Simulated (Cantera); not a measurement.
Feed: 1 mol BN, 61 mol H2, 59 mol N2, 2.1 mol Cl2.

Equilibrium computed with Cantera from the NASA thermochemical tables; the gas is ideal and each condensed phase is pure. Candidate condensed phases: B, BN, NH4Cl; 21 gas species. The tables' values for BCl2 are old estimates. The numbers say what is thermodynamically allowed, not how fast it happens.

Stable condensed phases, one row left out:

```
T in K \ P in Pa
              1    3.2     10     32    100    320   1000   3200  10000  32000 100000
   1998       A      A      A      A      A      B      B      B      B      B      B
   1898       A      A      A      A      B      B      B      B      B      B      B
   1698       B      B      B      B      B      B      B      B      B      B      B
   1598       B      B      B      B      B      B      B      B      B      B      B
   1498       B      B      B      B      B      B      B      B      B      B      B
   1398       B      B      B      B      B      B      B      B      B      B      B
   1298       B      B      B      B      B      B      B      B      B      B      B
   1198       B      B      B      B      B      B      B      B      B      B      B
   1098       B      B      B      B      B      B      B      B      B      B      B
    998       B      B      B      B      B      B      B      B      B      B      B
    898       B      B      B      B      B      B      B      B      B      B      B
```

A: gas only; B: BN.

Question: Give the row for 1798 K.

Answer: 1: gas only; 3.2: gas only; 10: BN; 32: BN; 100: BN; 320: BN; 1000: BN; 3200: BN; 10000: BN; 32000: BN; 100000: BN.
